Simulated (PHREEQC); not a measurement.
Dissolve 0.2 mmol/kgw KH2PO4 and 0.0014 mmol/kgw H2SO4 at 25 °C. Closed to the air; pH follows from the charge balance.

Computed with PHREEQC (ion-association model, phreeqc.dat).

```json
{
 "pH": "5.29",
 "ionic_strength": "0.000209 mol/kgw"
}
```

| species | molality | activity | log γ |
|---|---|---|---|
| K+ | 0.000200 | 0.000197 | -0.007 |
| H2PO4- | 0.000197 | 0.000194 | -0.007 |
| H+ | 5.18e-6 | 5.10e-6 | -0.007 |
| HPO4-2 | 2.53e-6 | 2.36e-6 | -0.029 |
| SO4-2 | 1.40e-6 | 1.31e-6 | -0.029 |
| H3PO4 | 1.46e-7 | 1.46e-7 | 0.000 |
| OH- | 2.02e-9 | 1.99e-9 | -0.007 |
| KSO4- | 1.84e-9 | 1.81e-9 | -0.007 |

This is a speciation only: nothing precipitates in the calculation.
